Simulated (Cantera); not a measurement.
An isothermal, constant-pressure homogeneous reactor starts with H₂ : O₂ : N₂ = 0.56 : 1 : 3.6 (molar parts), equivalence ratio 0.28, at 1300 K and 13300 Pa.

Computed with Cantera and the H2/O2 subset of GRI-Mech 3.0, which has no nitrogen chemistry. The temperature is held fixed by assumption; the heat of reaction is taken as removed at once.

x: mole fraction; the columns are a selection and need not sum to one.

```csv
t (s),x H₂,x O₂,x O,x H₂O,x H,x OH,x HO₂
0.000900,0.00499,0.143,0.0134,0.0975,0.0152,…,1.15e-5
0.00200,0.00186,0.145,0.00454,0.109,0.00306,…,1.03e-5
0.00446,0.000385,0.147,0.000907,0.114,0.000269,…,5.94e-6
0.00993,6.80e-5,0.147,0.000161,0.114,2.00e-5,…,1.96e-6
0.0221,1.46e-5,0.147,3.55e-5,0.115,2.08e-6,…,5.54e-7
0.0492,4.01e-6,0.148,1.01e-5,0.115,3.14e-7,…,1.75e-7
0.110,1.33e-6,0.148,3.41e-6,0.115,6.18e-8,…,6.49e-8
0.244,4.97e-7,0.148,1.30e-6,0.115,1.45e-8,…,2.98e-8
0.544,2.08e-7,0.148,5.50e-7,0.115,4.00e-9,…,1.94e-8
1.21,1.05e-7,0.148,2.76e-7,0.115,1.44e-9,…,1.79e-8
2.69,7.49e-8,0.148,1.97e-7,0.115,8.75e-10,1.75e-5,1.85e-8
6.00,7.15e-8,0.148,1.87e-7,0.115,8.16e-10,1.71e-5,1.86e-8
```

### Question
Complete the blanks.

### Answer

- 0.000900, x OH: 0.00440
- 0.00200, x OH: 0.00266
- 0.00446, x OH: 0.00118
- 0.00993, x OH: 0.000499
- 0.0221, x OH: 0.000236
- 0.0492, x OH: 0.000126
- 0.110, x OH: 7.31e-5
- 0.244, x OH: 4.51e-5
- 0.544, x OH: 2.93e-5
- 1.21, x OH: 2.08e-5
